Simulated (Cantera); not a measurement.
Mixture: CH₄ : O₂ : N₂ : H₂O = 1 : 1 : 3.76 : 0.37 (molar parts), at 3.80 bar, adiabatic and at constant pressure. Ignition delay is the time to a rise of 400 K.

Model: GRI-Mech 3.0 (53 species, 325 reactions), integrated in Cantera.

What does this change do: 0.011 parts H2 added?


```tsv
quantity	before	after
delay at 1125 K	57.2 ms	43.9 ms
delay at 1225 K	15.6 ms	13.5 ms
delay at 1325 K	4.72 ms	4.29 ms
delay at 1425 K	1.53 ms	1.43 ms
delay at 1525 K	0.529 ms	0.503 ms
delay at 1625 K	0.196 ms	0.189 ms
delay at 1725 K	80.5 µs	78.4 µs
apparent activation energy between 1525 and 1725 K	210 kJ/mol	200 kJ/mol
```
